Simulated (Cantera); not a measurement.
Hydrocarbon pyrolysis for carbon deposition

An isothermal, constant-pressure homogeneous reactor starts with C2H6 : N2 = 1 : 3 (molar parts), at 1373 K and 2670 Pa.

Detailed kinetics in Cantera: GRI-Mech 3.0 (53 species, 325 reactions). GRI-Mech 3.0 stops at C3 and has no aromatics, soot or wall deposition, so with more carbon than oxygen in the feed, carbon stays in small species such as C2H2 where larger ones or solid carbon would form. Radical loss at walls, strong at low pressure, is not modelled.

```json
[
 {"t (s)": "2.00e-6", "x C2H6": "0.250", "x C2H": "<1e-12", "x H2": "1.26e-9", "x C2H2": "<1e-12", "x HCN": "<1e-12"},
 {"t (s)": "8.25e-6", "x C2H6": "0.250", "x C2H": "<1e-12", "x H2": "2.27e-8", "x C2H2": "<1e-12", "x HCN": "<1e-12"},
 {"t (s)": "3.40e-5", "x C2H6": "0.250", "x C2H": "<1e-12", "x H2": "1.31e-6", "x C2H2": "3.04e-12", "x HCN": "<1e-12"},
 {"t (s)": "0.000140", "x C2H6": "0.249", "x C2H": "<1e-12", "x H2": "9.39e-5", "x C2H2": "3.89e-9", "x HCN": "1.05e-12"},
 {"t (s)": "0.000579", "x C2H6": "0.242", "x C2H": "3.85e-11", "x H2": "0.00384", "x C2H2": "7.37e-6", "x HCN": "9.63e-10"},
 {"t (s)": "0.00239", "x C2H6": "0.186", "x C2H": "1.48e-9", "x H2": "0.0363", "x C2H2": "0.00101", "x HCN": "6.96e-9"},
 {"t (s)": "0.00985", "x C2H6": "0.0557", "x C2H": "9.37e-9", "x H2": "0.116", "x C2H2": "0.0153", "x HCN": "1.28e-8"},
 {"t (s)": "0.0406", "x C2H6": "0.00184", "x C2H": "1.04e-8", "x H2": "0.178", "x C2H2": "0.0576", "x HCN": "1.48e-8"},
 {"t (s)": "0.168", "x C2H6": "5.60e-5", "x C2H": "3.02e-9", "x H2": "0.204", "x C2H2": "0.0864", "x HCN": "1.45e-8"},
 {"t (s)": "0.691", "x C2H6": "7.69e-6", "x C2H": "1.65e-9", "x H2": "0.224", "x C2H2": "0.110", "x HCN": "1.41e-8"},
 {"t (s)": "2.85", "x C2H6": "6.12e-6", "x C2H": "2.29e-9", "x H2": "0.249", "x C2H2": "0.138", "x HCN": "1.37e-8"},
 {"t (s)": "11.8", "x C2H6": "5.77e-6", "x C2H": "2.49e-9", "x H2": "0.256", "x C2H2": "0.144", "x HCN": "1.36e-8"},
 {"t (s)": "48.5", "x C2H6": "4.87e-6", "x C2H": "2.62e-9", "x H2": "0.264", "x C2H2": "0.146", "x HCN": "1.38e-8"},
 {"t (s)": "200", "x C2H6": "2.62e-6", "x C2H": "3.12e-9", "x H2": "0.287", "x C2H2": "0.153", "x HCN": "1.45e-8"}
]
```
x: mole fraction; the columns are a selection and need not sum to one.

Equilibrium at this temperature and pressure: C2H6 2.41e-7, C2H 3.26e-9, H2 0.325, C2H2 0.114, HCN 0.0995 (gas phase only).
